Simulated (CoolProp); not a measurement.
Vapour-liquid equilibrium of hydrogen sulfide (1) + isobutane (2) at 438 kPa; x and y are mole fractions of (1).

The numbers come from the multi-fluid Helmholtz-energy mixture model, Lemmon 2006 and Bücker 2006; pair parameters Kunz 2012 in CoolProp.

```csv
x,"bubble temperature, mixture model (°C)","bubble temperature, Raoult's law (°C)","y, mixture model","y, Raoult's law"
0.05,___,25.3,___,0.232
0.2,0.2,9.1,0.685,0.609
0.35,___,-1.8,___,0.782
0.5,___,-9.8,0.876,0.875
0.65,-20.4,-15.9,0.909,0.931
0.8,-22.9,-20.9,0.939,0.968
0.95,-25.4,-25.0,0.981,0.993
```

Task: What belongs in the gaps?

Result: 
- 0.05, bubble temperature, mixture model (°C): 22.4
- 0.05, y, mixture model: 0.272
- 0.35, bubble temperature, mixture model (°C): -11.2
- 0.35, y, mixture model: 0.820
- 0.5, bubble temperature, mixture model (°C): -17.0

The largest gap from Raoult's law is -9.4 K in bubble temperature, at x = 0.35. No azeotrope shows between x = 0.05 and 0.95.

The pair parameters rest on a limited set of measurements; away from them the model extrapolates.
